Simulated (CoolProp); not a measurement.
Vapour-liquid equilibrium of acetone (1) + ethanol (2) at 421.9 K; x and y are mole fractions of (1).

The numbers come from the multi-fluid Helmholtz-energy mixture model, Lemmon 2006 and Schroeder 2014; pair parameters Bell 2016 in CoolProp.

```json
[
 {"x": "0.05", "bubble pressure (bar)": "9.867", "y at the bubble point": "___", "dew pressure at overall composition x (bar)": "9.742", "liquid density (mol/L)": "___"},
 {"x": "0.2", "bubble pressure (bar)": "10.68", "y at the bubble point": "0.262", "dew pressure at overall composition x (bar)": "10.42", "liquid density (mol/L)": "13.22"},
 {"x": "0.35", "bubble pressure (bar)": "___", "y at the bubble point": "0.406", "dew pressure at overall composition x (bar)": "11.03", "liquid density (mol/L)": "___"},
 {"x": "0.5", "bubble pressure (bar)": "11.54", "y at the bubble point": "0.531", "dew pressure at overall composition x (bar)": "11.47", "liquid density (mol/L)": "12.06"},
 {"x": "0.65", "bubble pressure (bar)": "11.66", "y at the bubble point": "0.654", "dew pressure at overall composition x (bar)": "11.66", "liquid density (mol/L)": "11.58"},
 {"x": "0.8", "bubble pressure (bar)": "11.59", "y at the bubble point": "0.786", "dew pressure at overall composition x (bar)": "11.58", "liquid density (mol/L)": "11.16"},
 {"x": "0.95", "bubble pressure (bar)": "11.30", "y at the bubble point": "0.941", "dew pressure at overall composition x (bar)": "11.28", "liquid density (mol/L)": "10.80"}
]
```

Problem. Complete the blanks.

Solution. 
- 0.05, y at the bubble point: 0.077
- 0.05, liquid density (mol/L): 13.90
- 0.35, bubble pressure (bar): 11.22
- 0.35, liquid density (mol/L): 12.61

y crosses x between x = 0.65 and 0.8: the model has an azeotrope there.

The pair parameters rest on a limited set of measurements; away from them the model extrapolates.
